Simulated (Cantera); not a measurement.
Feed: 1 mol C6H6, 0.6 mol H2O, 68 mol H2, 0.01 mol O2, at 1548 K and 0.000120 bar.

Cantera equilibrium calculation (NASA polynomials, part measured and part estimated; ideal gas, pure solids and liquids). Candidate condensed phases: C, C6H6, C7H8, C8H18, H2O; 110 gas species. The numbers say what is thermodynamically allowed, not how fast it happens.

### Question
What is the equilibrium state?

### Answer
| Quantity | Result |
|---|---|
| x(H2) | 0.989 |
| x(CO) | 0.00857 |
| x(H) | 0.00279 |
| x(C2H2 (acetylene)) | 1.55e-5 |
| n(C(graphite)) | 5.38 mol |
| gas amount | 72.32 mol |
